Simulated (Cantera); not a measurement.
An adiabatic, constant-pressure homogeneous reactor starts with CH₄ : O₂ : N₂ = 1 : 3.23 : 12.1 (molar parts), equivalence ratio 0.62, at 1775 K and 1.10 bar.

Computed with Cantera and GRI-Mech 3.0 (53 species, 325 reactions).

One state of this run: T (K) = 2677; x CH₄ = <1e-12; x O₂ = 0.0675; x HO₂ = 9.79e-6; x CO = 0.0147; x CH₂CO = <1e-12; x C₂H₄ = <1e-12; x CH₃ = <1e-12. x: mole fraction; the columns are a selection and need not sum to one.

Question: Which value of t (s) does it belong to?
A) 2.03e-5
B) 4.00
C) 6.00e-6
D) 0.000233

Answer: B, 4.00
